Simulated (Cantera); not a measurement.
An adiabatic, constant-volume homogeneous reactor starts with 13.2 % CH₄, 14.7 % O₂, 72.1 % N₂, at 1750 K and 260000 Pa.

Computed with Cantera and GRI-Mech 3.0 (53 species, 325 reactions).

Q: Predict: time of steepest temperature rise; temperature at 6.00 s; equilibrium temperature; x(O₂) at 6.00 s; x(N₂O) at 6.00 s.

A: 
```
Item                                                                  Result
---------------------------------  -----------------------------------------
time of steepest temperature rise                                    88.2 µs
temperature at 6.00 s                                                 2902 K
equilibrium temperature                                               2902 K
x(O₂) at 6.00 s                    0.000272 (gas-phase equilibrium 0.000272)
x(N₂O) at 6.00 s                     1.53e-7 (gas-phase equilibrium 1.53e-7)
```
